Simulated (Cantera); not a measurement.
## Thermodynamics of carbothermic reduction, feed TiO₂ + CO + H₂ + CH₄

Feed: 1 mol TiO₂, 0.72 mol CO, 0.29 mol H₂, 2.5 mol CH₄, held at 0.100 bar.

Equilibrium computed with Cantera from the NASA thermochemical tables; the gas is ideal and each condensed phase is pure. Candidate condensed phases: C, C₆H₆, C₇H₈, C₈H₁₈, H₂O, Ti, TiC, TiO, TiO₂, Ti₂O₃, Ti₃O₅, Ti₄O₇; 113 gas species. Mutual solubility and eutectic melting of coexisting phases are not modelled. TiC: taken at fixed stoichiometry. Condensed phases not in the tables: Magnéli phases beyond Ti₄O₇. Kinetics and transport are ignored.

```
T (°C)   x H₂   x CO     x CH₄     x H₂O  n C(graphite)  n TiO₂(rutile)  n Ti₄O₇(s)  n Ti₃O₅(s)  n TiC(s)
------  -----  -----  --------  --------  -------------  --------------  ----------  ----------  --------
875     0.877  0.121   0.00183  0.000508           2.48           0.970     0.00755           0         0
900     0.843  0.155   0.00138  0.000463           2.24               0       0.250           0         0
925     0.844  0.155   0.00114  0.000347           2.25               0       0.250           0         0
950     0.844  0.155  0.000949  0.000263           2.25               0       0.250           0         0
975     0.833  0.166  0.000774  0.000213           2.16               0           0       0.333         0
1000    0.833  0.166  0.000652  0.000165           2.16               0           0       0.333         0
1025    0.833  0.166  0.000553  0.000129           2.16               0           0       0.333         0
1050    0.833  0.166  0.000472  0.000101           2.16               0           0       0.333         0
1075    0.751  0.249  0.000329  0.000109           1.05               0           0       0.194     0.418
1100    0.687  0.313  0.000211  0.000113              0               0           0      0.0626     0.812
```
x: gas mole fraction; n: condensed amount in mol.

At 875 °C the condensed part is C(graphite) + TiO₂(rutile) + Ti₄O₇(s). From 900 °C to 950 °C the condensed part is C(graphite) + Ti₄O₇(s). From 975 °C to 1050 °C the condensed part is C(graphite) + Ti₃O₅(s). At 1075 °C the condensed part is C(graphite) + TiC(s) + Ti₃O₅(s). At 1100 °C the condensed part is TiC(s) + Ti₃O₅(s).
